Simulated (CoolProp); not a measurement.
Vapour-liquid equilibrium of methanol (1) + hexamethyldisiloxane (MM) (2) at 214 kPa; x and y are mole fractions of (1).

Computed with CoolProp (multi-fluid Helmholtz-energy mixture model, de Reuck 1993 and Thol 2016; pair parameters Bell 2016).

```csv
x,"bubble temperature, mixture model (°C)","bubble temperature, Raoult's law (°C)","y, mixture model","y, Raoult's law"
0.05,119.4,123.4,0.222,0.165
0.15,106.1,115.3,0.491,0.393
0.25,97.8,109.1,0.632,0.547
0.35,92.8,104.2,0.709,0.658
0.45,89.8,100.0,0.756,0.744
0.55,88.0,96.4,0.787,0.811
0.65,86.9,93.3,0.813,0.866
0.75,86.0,90.5,0.841,0.912
0.85,85.3,88.1,0.884,0.951
0.95,84.9,85.8,0.954,0.985
```

The largest gap from Raoult's law is -11.4 K in bubble temperature, at x = 0.35. No azeotrope shows between x = 0.05 and 0.95.

Pair parameters are fitted to limited data, so mixtures are less certain than the pure fluids.
